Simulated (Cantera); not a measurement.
A closed system holds: 1 mol H₂S, 0.19 mol O₂, held at 0.100 bar.

Method: chemical equilibrium by Gibbs-energy minimisation in Cantera with the NASA 1993 tables (ideal gas, pure condensed phases). Candidate condensed phases: H₂O, H₂SO₄, S; 19 gas species. Rates play no part. All values below are at 1498 K.

Base state: H₂ 0.282, S₂ 0.271, H₂O 0.267, H₂S 0.171, SH 0.00445, SO₂ 0.00311, SO 0.000607, S₂O 0.000589 (mole fractions); condensed: gas only.

Q: What changes in the equilibrium state with this change: O₂ from 0.19 to 0.023 mol?

A: 
| species | before | after |
|---|---|---|
| H₂ | 0.282 | 0.456 |
| H₂S | 0.171 | 0.261 |
| S₂ | 0.271 | 0.244 |
| H₂O | 0.267 | 0.0345 |
| SO₂ | 0.00311 | 1.89e-5 |
| S₂O | 0.000589 | 4.24e-5 |
| SO | 0.000607 | 4.61e-5 |
| H | 2.89e-5 | 3.67e-5 |

Q: What changes in the equilibrium state with this change: H₂S replaced by CS₂?

A: 
| species | before | after |
|---|---|---|
| CS₂ | 0 | 0.450 |
| S₂ | 0.271 | 0.274 |
| CO | 0 | 0.271 |
| H₂ | 0.282 | 0 |
| H₂O | 0.267 | 0 |
| H₂S | 0.171 | 0 |
| COS | 0 | 0.00545 |
| SH | 0.00445 | 0 |
| SO₂ | 0.00311 | <1e-9 |
Further candidate phases: C.
